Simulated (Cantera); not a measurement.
# Hydrogen reduction and annealing atmospheres: Al₂O₃ + H₂ + N₂

Charge: 1 mol Al₂O₃, 120 mol H₂, 5.1 mol N₂, held at 1 atm.

Method: chemical equilibrium by Gibbs-energy minimisation in Cantera with the NASA 1993 tables (ideal gas, pure condensed phases). Candidate condensed phases: Al, AlN, Al₂O₃, H₂O; 35 gas species. Mutual solubility and eutectic melting of coexisting phases are not modelled. The tables' values for AlOH are old estimates; treat these amounts as uncertain. Condensed phases not in the tables: aluminium oxynitride. Rates play no part.

At 1250 K the condensed part is Al₂O₃(s). From 1325 K to 1850 K the condensed part is AlN(s) + Al₂O₃(s). From 1925 K to 2150 K the condensed part is Al₂O₃(s).

```csv
T (K),x H₂,x N₂,x H,x H₂O,n Al₂O₃(s),n AlN(s)
1250,0.959,0.0408,4.70e-7,1.80e-6,1.000,0
1325,0.959,0.0408,1.59e-6,3.02e-6,1.000,0.000252
1400,0.959,0.0408,4.73e-6,4.77e-6,1.000,0.000398
1475,0.959,0.0408,1.26e-5,7.18e-6,1.000,0.000599
1550,0.959,0.0408,3.06e-5,1.04e-5,1.000,0.000864
1625,0.959,0.0408,6.86e-5,1.44e-5,0.999,0.00120
1700,0.959,0.0408,0.000143,1.95e-5,0.999,0.00160
1775,0.959,0.0408,0.000282,2.56e-5,0.999,0.00195
1850,0.959,0.0407,0.000524,3.29e-5,0.999,0.00169
1925,0.958,0.0407,0.000930,4.95e-5,0.998,0
2000,0.958,0.0407,0.00158,0.000102,0.995,0
2075,0.956,0.0407,0.00259,0.000200,0.990,0
2150,0.955,0.0407,0.00409,0.000375,0.980,0
```
x: gas mole fraction; n: condensed amount in mol.
